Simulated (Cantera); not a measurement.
A closed system holds: 1 mol PbO, 1.8 mol CO, 10 mol H2.

Equilibrium computed with Cantera from the NASA thermochemical tables; the gas is ideal and each condensed phase is pure. Candidate condensed phases: C, C6H6, C7H8, C8H18, H2O, Pb, PbO, PbO2, Pb3O4; 113 gas species. Rates play no part.

Stable condensed phases, one row left out:

```
T in K \ P in Pa
              10      68     460    3200   22000  150000 1000000
   1175        A       A       A       B       B       B       B
   1075        A       A       B       B       B       B       B
   1025        A       B       B       B       B       B       B
    975        A       B       B       B       B       B       B
    925        B       B       B       B       B       B       B
    875        B       B       B       B       B       B       B
    825        B       B       B       B       B       B       B
    775        B       B       B       C       B       B       B
```

A: gas only; B: Pb; C: C + Pb.

### Question
Give the row for 1125 K.

### Answer
10: gas only; 68: gas only; 460: Pb; 3200: Pb; 22000: Pb; 150000: Pb; 1000000: Pb.
